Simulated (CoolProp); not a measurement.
Saturated liquid density (kg/m³) of oxygen: the reference equation beside estimates from Tc = 154.6 K, pc = 5.046 MPa, ω = 0.022. Rackett uses Z = 0.29056 − 0.08775 ω.

The numbers come from the reference Helmholtz-energy equation of state, Schmidt 1985 in CoolProp.

```csv
T (K),reference,Rackett,van der Waals,Redlich-Kwong
74.6,1216,1219,831.5,1236
81.3,1184,1188,811.5,1203
88,…,1156,790.3,1167
94.6,1119,1123,768.0,1129
101.3,1084,1089,743.9,1087
108,1047,1052,717.9,1041
114.7,1007,1012,689.7,990.9
121.4,964.6,969.4,658.8,…
128,917.8,922.9,624.7,873.9
134.7,863.6,869.4,585.3,802.9
141.4,798.3,805.3,538.2,718.7
148.1,709.8,719.4,476.6,…
```

Question: What belongs in the gaps?

Answer: 
- 88, reference: 1152
- 121.4, Redlich-Kwong: 935.2
- 148.1, Redlich-Kwong: 610.7

Absolute difference from the reference over all 12 rows, mean and median: Rackett 0.6 and 0.5 %, van der Waals 31.8 and 31.6 %, Redlich-Kwong 3.9 and 1.6 %.
